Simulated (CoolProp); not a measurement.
Dimethyl carbonate along the isobar 16.2 MPa: Z from the reference equation and from simpler models built on Tc = 283.9 °C, pc = 4.909 MPa, ω = 0.346; each cubic takes its own stable root.

The numbers come from the reference Helmholtz-energy equation of state, Zhou 2011 in CoolProp.

| T (°C) | phase | reference |
|---|---|---|
| 28.65 | liquid | 0.5419 |
| 36.45 | liquid | 0.5330 |
| 44.25 | liquid | 0.5247 |
| 52.05 | liquid | 0.5169 |
| 59.85 | liquid | 0.5095 |
| 67.55 | liquid | 0.5027 |
| 75.35 | liquid | 0.4962 |
| 83.15 | liquid | 0.4901 |
| 90.95 | liquid | 0.4844 |
| 98.75 | liquid | 0.4790 |
| 106.55 | liquid | 0.4740 |
| 114.35 | liquid | 0.4694 |
| 122.15 | liquid | 0.4650 |
| 129.85 | liquid | 0.4611 |

Question: How far does each simpler model (van der Waals, Redlich-Kwong, Soave-Redlich-Kwong, Peng-Robinson) lie from the reference over these 14 states: mean and median of the absolute difference, and the worst?

Answer: 
- van der Waals: mean 64.4 %, median 64.5 %, worst +67.9 % at 28.65 °C and 16.2 MPa
- Redlich-Kwong: mean 15.1 %, median 15.1 %, worst +15.8 % at 28.65 °C and 16.2 MPa
- Soave-Redlich-Kwong: mean 11.4 %, median 11.3 %, worst +12.7 % at 28.65 °C and 16.2 MPa
- Peng-Robinson: mean 1.0 %, median 1.0 %, worst -1.8 % at 129.85 °C and 16.2 MPa
